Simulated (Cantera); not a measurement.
Input: 1 mol FeS2, 2.6 mol H2S, 0.12 mol H2O, 0.85 mol SO2, at 1.00 bar.

These are equilibrium values from Cantera (NASA tables, ideal gas, pure condensed phases), not measurements of a reactor. Candidate condensed phases: Fe, FeO, Fe(OH)2, Fe(OH)3, FeS, FeSO4, FeS2, Fe2O3, Fe2(SO4)3, Fe3O4, H2O, H2SO4, S; 22 gas species. FeS: taken at fixed stoichiometry. Gases not in the tables: S3 to S7. Equilibrium is a limit: real reactors are often held back by kinetics, nucleation or transport.

Problem. Which condensed phases are stable at each of these points (T (K)): 1098, 1148, 1198, 1248, 1298, 1348, 1398, 1448, 1498, 1548, 1598, 1648?

Solution. 
| T (K) | condensed phases | Fe condensed (%) |
|---|---|---|
| 1098 | FeS(s) | 100.0 |
| 1148 | FeS(s) | 100.0 |
| 1198 | FeS(s) | 100.0 |
| 1248 | FeS(s) | 100.0 |
| 1298 | FeS(s) | 100.0 |
| 1348 | FeS(s) | 100.0 |
| 1398 | FeS(s) | 100.0 |
| 1448 | FeS(s) | 100.0 |
| 1498 | FeS(l) | 100.0 |
| 1548 | FeS(l) | 100.0 |
| 1598 | FeS(l) | 100.0 |
| 1648 | FeS(l) | 100.0 |

From 1098 K to 1448 K the condensed part is FeS(s). From 1498 K to 1648 K the condensed part is FeS(l).
